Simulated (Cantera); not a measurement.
Feed: 1 mol PbO, 0.54 mol H2, held at 1675 K and 23.0 Pa.

Equilibrium computed with Cantera from the NASA thermochemical tables; the gas is ideal and each condensed phase is pure. The numbers say what is thermodynamically allowed, not how fast it happens.

```csv
species,before,after
Pb,0.469,0.505
H2O,0.322,0.305
O2,0.0715,0.0939
PbO,0.133,0.0780
H,0.000268,0.00189
O,0.000602,0.00305
H2,0.00122,0.00437
OH,0.00341,0.00917
```
Gas species are given as mole fractions.

Question: What was changed between the two runs?
A) pressure from 23.0 Pa to 10.0 mbar
B) H2 from 0.54 to 22 mol
C) H2 from 0.54 to 32 mol
D) temperature from 1675 K to 1823 K

Answer: D, temperature from 1675 K to 1823 K
